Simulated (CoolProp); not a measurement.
Vapour-liquid equilibrium of cyclohexane (1) + dimethyl carbonate (2) at 310.1 K; x and y are mole fractions of (1).

Computed with CoolProp (multi-fluid Helmholtz-energy mixture model, Zhou 2014 and Zhou 2011; pair parameters Bell 2016).

| x | bubble pressure, mixture model (kPa) | bubble pressure, Raoult's law (kPa) | y, mixture model | y, Raoult's law |
|---|---|---|---|---|
| 0.05 | 17.63 | 13.47 | 0.293 | 0.081 |
| 0.15 | 23.13 | 14.35 | 0.501 | 0.228 |
| 0.25 | 25.71 | 15.22 | 0.576 | 0.358 |
| 0.35 | 26.82 | 16.09 | 0.610 | 0.473 |
| 0.45 | 27.26 | 16.97 | 0.627 | 0.577 |
| 0.55 | 27.43 | 17.84 | 0.638 | 0.671 |
| 0.65 | 27.49 | 18.72 | 0.651 | 0.756 |
| 0.75 | 27.36 | 19.59 | 0.675 | 0.834 |
| 0.85 | 26.62 | 20.46 | 0.728 | 0.904 |
| 0.95 | 24.24 | 21.34 | 0.859 | 0.969 |

The largest gap from Raoult's law is +68.9 % in bubble pressure, at x = 0.25. y crosses x between x = 0.65 and 0.75: the model has an azeotrope there.

Pair parameters are fitted to limited data, so mixtures are less certain than the pure fluids. With so large a gap from Raoult's law the liquid may split in two, which this calculation doesn't test in full.
